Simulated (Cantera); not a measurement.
What does this Cantera script print?

```python
import numpy as np
import cantera as ct

gas_names = """
    H HO2 H2 H2O H2O2 O OH O2 O3 P PH PH3 PO PO2 P2 P4 P4O10
""".split()
cond_names = """
    H2O(s) H2O(L) P(cr) P(L) P4O10(s)
""".split()


def load(file, names, dense=False):
    # The tables refer to 1 bar. Condensed volumes are neglected.
    table = {s.name: s for s in ct.Species.list_from_file(file)}
    out = []
    for n in names:
        d = dict(table[n].input_data)
        d["thermo"] = dict(d["thermo"], **{"reference-pressure": 1e5})
        if dense:
            d["equation-of-state"] = {"model": "constant-volume", "density": "1e6 g/cm^3"}
        out.append(ct.Species.from_dict(d))
    return out


gas = ct.Solution(thermo="ideal-gas", species=load("nasa_gas.yaml", gas_names))
cond = {s.name: ct.Solution(thermo="fixed-stoichiometry", species=[s], name=s.name)
        for s in load("nasa_condensed.yaml", cond_names, dense=True)}
atoms = {
    'PH3': {'P': 1, 'H': 3},
    'O2': {'O': 2},
}
top_T = {'P4O10(s)': 690}  # K; cautious upper limits of use, not melting points


def equilibrate(T, P, feed):
    n = {}
    for name, mol in feed.items():
        for a, k in atoms[name].items():
            n[a] = n.get(a, 0.0) + k * mol
    gas.TPX = T, P, n
    mass = sum(n.values()) * gas.mean_molecular_weight
    gas.equilibrate("TP")
    valid = [c for c in cond.values() if c.min_temp <= T <= top_T.get(c.name, c.max_temp)]
    mix = ct.Mixture([(gas, mass / gas.mean_molecular_weight)] + [(c, 0.0) for c in valid])
    mix.T, mix.P = T, P
    mix.equilibrate("TP", solver="vcs", rtol=1e-11, max_steps=5000)
    return mix


results = []
T = 1173  # K
P = 1333.22  # Pa
for m in [0.56, 0.66, 0.77, 0.91, 1.1, 1.3, 1.5, 1.7, 2, 2.4, 2.8, 3.3, 3.9]:
    feed = {'PH3': 1, 'O2': m}  # mol
    mix = equilibrate(T, P, feed)
    results.append((T, P, feed, dict(zip(mix.species_names, mix.species_moles))))

top = {s: max(r[3][s] / sum(r[3][g] for g in gas_names) for r in results) for s in gas_names}
cols = sorted((s for s in top if top[s] > 0.0001), key=lambda s: -top[s])[:7]
seen = [c for c in cond_names if any(r[3].get(c, 0) > 1e-12 for r in results)]
print("log10 of partial pressures in bar; condensed amounts in mol")
print(f"{'n(O2)':>10s}" + "".join(f"{s[:9]:>10s}" for s in cols + seen))
for T, P, feed, n in results:
    ng = sum(n[g] for g in gas_names)
    print(f"{feed['O2']:10.4g}" + "".join(f"{np.log10(max(n[s] / ng * P / 1e5, 1e-99)):10.3f}" for s in cols)
          + "".join(f"{n.get(c, 0):10.4g}" for c in seen))
```

It prints:

```
log10 of partial pressures in bar; condensed amounts in mol
     n(O2)       H2O        H2        O2     P4O10        P2        P4       PO2
      0.56    -2.509    -2.120   -17.068    -3.320    -2.778    -3.343    -4.427
      0.66    -2.495    -2.123   -17.033    -3.211    -2.812    -3.411    -4.409
      0.77    -2.479    -2.126   -16.997    -3.115    -2.854    -3.496    -4.394
      0.91    -2.460    -2.130   -16.951    -3.016    -2.921    -3.629    -4.381
       1.1    -2.431    -2.137   -16.880    -2.909    -3.043    -3.874    -4.372
       1.3    -2.392    -2.149   -16.777    -2.819    -3.256    -4.300    -4.375
       1.5    -2.322    -2.183   -16.568    -2.750    -3.743    -5.274    -4.410
       1.7    -2.162    -2.345   -15.925    -2.723    -5.337    -8.462    -4.564
         2    -1.942    -6.662    -6.851    -2.720   -28.021   -53.829    -6.832
       2.4    -2.031    -8.874    -2.605    -2.810   -38.680   -75.148    -7.915
       2.8    -2.106    -9.062    -2.379    -2.884   -39.285   -76.356    -7.991
       3.3    -2.183    -9.206    -2.245    -2.961   -39.656   -77.100    -8.043
       3.9    -2.261    -9.327    -2.159    -3.039   -39.912   -77.612    -8.085
```

Method: chemical equilibrium by Gibbs-energy minimisation in Cantera with the NASA 1993 tables (ideal gas, pure condensed phases). Gases not in the tables: HPO2, HPO3 and P4O6.
